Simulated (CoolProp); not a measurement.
Saturation properties of acetone.

Model: reference Helmholtz-energy equation of state, Lemmon 2006, in CoolProp. It is a short technical equation, of lower accuracy than the large ones.

```json
[
 {"T (K)": "280.1", "p (MPa)": "0.01330", "liquid density (kg/m³)": "804.5", "vapour density (kg/m³)": "0.3368", "surface tension (mN/m)": "[?]"},
 {"T (K)": "284.7", "p (MPa)": "0.01666", "liquid density (kg/m³)": "799.5", "vapour density (kg/m³)": "0.4160", "surface tension (mN/m)": "24.4"},
 {"T (K)": "289.4", "p (MPa)": "0.02079", "liquid density (kg/m³)": "794.3", "vapour density (kg/m³)": "0.5121", "surface tension (mN/m)": "23.8"},
 {"T (K)": "294", "p (MPa)": "0.02562", "liquid density (kg/m³)": "789.3", "vapour density (kg/m³)": "0.6228", "surface tension (mN/m)": "[?]"},
 {"T (K)": "298.6", "p (MPa)": "0.03133", "liquid density (kg/m³)": "784.1", "vapour density (kg/m³)": "0.7522", "surface tension (mN/m)": "22.7"},
 {"T (K)": "303.2", "p (MPa)": "0.03804", "liquid density (kg/m³)": "779.0", "vapour density (kg/m³)": "0.9025", "surface tension (mN/m)": "22.1"},
 {"T (K)": "307.9", "p (MPa)": "0.04606", "liquid density (kg/m³)": "[?]", "vapour density (kg/m³)": "1.080", "surface tension (mN/m)": "21.5"},
 {"T (K)": "312.5", "p (MPa)": "0.05518", "liquid density (kg/m³)": "768.4", "vapour density (kg/m³)": "1.280", "surface tension (mN/m)": "20.9"},
 {"T (K)": "317.1", "p (MPa)": "0.06571", "liquid density (kg/m³)": "763.1", "vapour density (kg/m³)": "1.508", "surface tension (mN/m)": "20.3"},
 {"T (K)": "321.7", "p (MPa)": "0.07779", "liquid density (kg/m³)": "757.8", "vapour density (kg/m³)": "1.768", "surface tension (mN/m)": "[?]"},
 {"T (K)": "326.4", "p (MPa)": "0.09191", "liquid density (kg/m³)": "752.3", "vapour density (kg/m³)": "2.068", "surface tension (mN/m)": "19.2"},
 {"T (K)": "331", "p (MPa)": "0.1076", "liquid density (kg/m³)": "746.8", "vapour density (kg/m³)": "2.401", "surface tension (mN/m)": "18.6"}
]
```

### Question
Fill in the missing entries.

### Answer

- 280.1, surface tension (mN/m): 25.0
- 294, surface tension (mN/m): 23.2
- 307.9, liquid density (kg/m³): 773.6
- 321.7, surface tension (mN/m): 19.8

It boils at 329.2 K under 1 atm.

Surface tension comes from a separate correlation (Mulero 2012).
